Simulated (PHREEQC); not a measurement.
# Acid rinse or clean: an equilibrium model

Consider water at 90 °C with 3.6 mmol/kgw HCl, 20.5 mmol/kgw FeCl3 and 0.6 mmol/kgw KCl. Closed to the air; pH follows from the charge balance.

All values are PHREEQC results (ion-association model, wateq4f.dat), not measurements.

| Item | Result |
|---|---|
| pH | 1.85 |
| ionic strength | 0.0911 mol/kgw |
| total alkalinity | -44.6 meq/kg |

```
species     molality  activity   log γ
----------  --------  --------  ------
Cl-           0.0598    0.0445  -0.129
H+            0.0172    0.0140  -0.092
FeOH+2       0.00831   0.00284  -0.467
FeCl+2       0.00567   0.00194  -0.467
Fe2(OH)2+4   0.00196   2.39e-5  -1.915
Fe+3         0.00178  0.000265  -0.826
Fe(OH)2+    0.000661  0.000509  -0.114
K+          0.000600  0.000446  -0.129
FeCl2+       9.34e-5   7.09e-5  -0.120
Fe3(OH)4+5   1.81e-5   1.85e-8  -2.992
FeCl3        3.09e-7   3.16e-7   0.009
```

This is a speciation only: nothing precipitates in the calculation. Saturation is exceeded, for instance for Hematite (slow to form), Goethite (slow to form); the values hold only as long as no solid forms. Complexes and solids missing from the database can't appear. At this temperature some constants are extrapolated from 25 °C, and those without enthalpy data are left unchanged.
